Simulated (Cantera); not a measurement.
## Equilibrium for halide evaporation, hydrolysis and transport: BaF₂ + HF + N₂

Charge: 1 mol BaF₂, 0.018 mol HF, 180 mol N₂, equilibrated at 0.100 bar.

Method: chemical equilibrium by Gibbs-energy minimisation in Cantera with the NASA 1993 tables (ideal gas, pure condensed phases). Candidate condensed phases: Ba, BaF₂; 24 gas species. The numbers say what is thermodynamically allowed, not how fast it happens.

```csv
T (°C),log p N₂,log p BaF₂,log p HF,log p F,log p BaF,n BaF₂(s)
902,-1.00,-8.04,-5.00,-11.74,<-13,1.000
1002,-1.00,-6.74,-5.00,-10.89,<-13,1.000
1102,-1.00,-5.65,-5.00,-10.15,-11.31,0.996
1202,-1.00,-4.72,-5.00,-9.39,-9.69,0.965
1302,-1.00,-3.92,-5.00,-8.49,-8.53,0.786
1402,-1.00,-3.26,-5.00,-7.61,-7.62,0
1502,-1.00,-3.26,-5.00,-7.12,-7.13,0
1602,-1.00,-3.26,-5.00,-6.68,-6.69,0
1702,-1.00,-3.26,-5.00,-6.28,-6.29,0
1802,-1.00,-3.26,-5.00,-5.92,-5.93,0
```
log p: log10 of the partial pressure in bar; n: condensed amount in mol.

From 902 °C to 1302 °C the condensed part is BaF₂(s). From 1402 °C to 1802 °C nothing is condensed. The main Ba-bearing gas is BaF₂ throughout.
